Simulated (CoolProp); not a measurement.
Methanol along the isotherm 620 K: Z from the reference equation and from simpler models built on Tc = 513.4 K, pc = 82.16 bar, ω = 0.565; each cubic takes its own stable root.

Values from CoolProp's reference Helmholtz-energy equation of state, de Reuck 1993.

```tsv
p (bar)	phase	reference	van der Waals	Peng-Robinson
14.7	gas	0.9698	0.9660	0.9677
29.3	gas	0.9384	0.9304	0.9359
44	gas	0.9061	0.8927	0.9043
58.7	gas	0.8741	0.8526	0.8734
73.4	gas	0.8430	0.8098	0.8433
88	supercritical	0.8126	0.7643	0.8146
103	supercritical	0.7811	0.7143	0.7867
117	supercritical	0.7522	0.6656	0.7626
132	supercritical	0.7237	0.6149	0.7392
147	supercritical	0.6969	0.5750	0.7187
161	supercritical	0.6707	0.5545	0.7027
176	supercritical	0.6420	0.5488	0.6890
191	supercritical	0.6150	0.5540	0.6789
205	supercritical	0.5916	0.5647	0.6726
```
